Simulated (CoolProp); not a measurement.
Vapour-liquid equilibrium of C3F8 (R218) (1) + c-C4F8 (RC318) (2) at 0.257 MPa; x and y are mole fractions of (1).

Values from CoolProp's multi-fluid Helmholtz-energy mixture model, Lemmon 2006 and Platzer 1990; pair parameters Bell 2016. This equation is an older, rougher fit; its heat capacities, sound speeds and derivatives of the liquid may be far off and weren't checked against measurements.

```json
[
 {"x": "0.05", "bubble temperature, mixture model (°C)": "18.3", "bubble temperature, Raoult's law (°C)": "16.3", "y, mixture model": "0.073", "y, Raoult's law": "0.133"},
 {"x": "0.2", "bubble temperature, mixture model (°C)": "14.6", "bubble temperature, Raoult's law (°C)": "9.3", "y, mixture model": "0.320", "y, Raoult's law": "0.431"},
 {"x": "0.35", "bubble temperature, mixture model (°C)": "9.3", "bubble temperature, Raoult's law (°C)": "3.4", "y, mixture model": "0.558", "y, Raoult's law": "0.629"},
 {"x": "0.5", "bubble temperature, mixture model (°C)": "3.2", "bubble temperature, Raoult's law (°C)": "-1.6", "y, mixture model": "0.744", "y, Raoult's law": "0.765"},
 {"x": "0.65", "bubble temperature, mixture model (°C)": "-2.9", "bubble temperature, Raoult's law (°C)": "-5.9", "y, mixture model": "0.869", "y, Raoult's law": "0.862"},
 {"x": "0.8", "bubble temperature, mixture model (°C)": "-8.2", "bubble temperature, Raoult's law (°C)": "-9.6", "y, mixture model": "0.945", "y, Raoult's law": "0.932"},
 {"x": "0.95", "bubble temperature, mixture model (°C)": "-12.6", "bubble temperature, Raoult's law (°C)": "-12.9", "y, mixture model": "0.989", "y, Raoult's law": "0.985"}
]
```

The largest gap from Raoult's law is +5.9 K in bubble temperature, at x = 0.35. No azeotrope shows between x = 0.05 and 0.95.

The pair parameters rest on a limited set of measurements; away from them the model extrapolates.
